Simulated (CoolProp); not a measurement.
Vapour-liquid equilibrium of CH2F2 (R32) (1) + R236FA (2) at 217.6 K; x and y are mole fractions of (1).

Values from CoolProp's multi-fluid Helmholtz-energy mixture model, Tillner-Roth 1997 and Pan 2012; pair parameters Bell 2016.

```
x      bubble pressure, mixture model (bar)  bubble pressure, Raoult's law (bar)  y, mixture model  y, Raoult's law
-----  ------------------------------------  -----------------------------------  ----------------  ---------------
0.05                                    [?]                              0.09115             0.476            0.454
0.125                                0.1613                               0.1493               [?]            0.693
0.2                                  0.2272                               0.2074               [?]            0.798
0.275                                0.2916                               0.2655             0.866            0.857
0.35                                 0.3535                               0.3236             0.900            0.895
0.425                                   [?]                               0.3817               [?]            0.921
0.5                                  0.4691                               0.4398             0.940            0.940
0.575                                0.5234                               0.4980             0.953            0.955
0.65                                 0.5761                               0.5561               [?]            0.967
0.725                                0.6281                               0.6142             0.973            0.977
0.8                                  0.6802                               0.6723             0.981            0.984
0.875                                   [?]                               0.7304               [?]            0.991
0.95                                 0.7889                               0.7885             0.995            0.997
```

Fill in the missing entries.


- 0.05, bubble pressure, mixture model (bar): 0.09536
- 0.125, y, mixture model: 0.713
- 0.2, y, mixture model: 0.812
- 0.425, bubble pressure, mixture model (bar): 0.4127
- 0.425, y, mixture model: 0.923
- 0.65, y, mixture model: 0.963
- 0.875, bubble pressure, mixture model (bar): 0.7336
- 0.875, y, mixture model: 0.988

The largest gap from Raoult's law is +9.8 % in bubble pressure, at x = 0.275. No azeotrope shows between x = 0.05 and 0.95.

Pair parameters are fitted to limited data, so mixtures are less certain than the pure fluids.
